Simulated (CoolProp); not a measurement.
A Linde-Hampson liquefier for normal hydrogen: isothermal reversible compression at 200 K from 1 atm to 15 MPa, throttling to 1 atm, return gas leaving the recuperator 5 K below the feed. Each further row changes one setting.

Values from CoolProp's reference Helmholtz-energy equation of state, Leachman 2009.

| case | compression work (kJ/kg of gas) |
|---|---|
| as stated | 4210 |
| high pressure 30 MPa | 4890 |
| warm-end temperature 230 K | 4840 |
| warm-end gap 10 K | 4210 |
